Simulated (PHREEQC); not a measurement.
0.028 g of hydrous ferric oxide (600 m²/g; 0.2 weak and 0.005 strong sites per Fe, Dzombak-Morel constants, diffuse double layer) in 1 kg of water with 0.005 mol/kgw of an inert sodium salt and 6.5e-07 mol/kgw Na2HAsO4 and 5e-06 mol/kgw CaCl2, at 25 °C; the pH is set by adding NaOH or the inert anion's acid. O2 is buffered at 0.21 atm. CO2 from the air is kept out. Nothing may precipitate in this run.

Model: ion-association model, wateq4f.dat, run in PHREEQC.

Predict surface charge σ (C/m²), surface potential ψ (mV) at pH = 3, 3.5, 6.5.


```
pH   surface charge σ (C/m²)  surface potential ψ (mV)
---  -----------------------  ------------------------
3                      0.298                       214
3.5                    0.238                       206
6.5                    0.021                        86
```

Complexes and solids missing from the database can't appear. The database has no arsenate complexes of Ca. The oxide is taken as insoluble; below pH 4 it would dissolve.
